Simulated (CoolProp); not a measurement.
Vapour-liquid equilibrium of n-pentane (1) + benzene (2) at 646 kPa; x and y are mole fractions of (1).

Values from CoolProp's multi-fluid Helmholtz-energy mixture model, Thol 2019 and Thol 2012; pair parameters Bell 2016.

### Question
Give the bubble temperature and the first vapour's composition at x = 0.35, 0.425, 0.8. Is there an azeotrope?

### Answer
x = 0.35: 126.3 °C, y = 0.599; x = 0.425: 122.7 °C, y = 0.662; x = 0.8: 109.4 °C, y = 0.894. No azeotrope shows between x = 0.05 and 0.95.

The pair parameters rest on a limited set of measurements; away from them the model extrapolates.
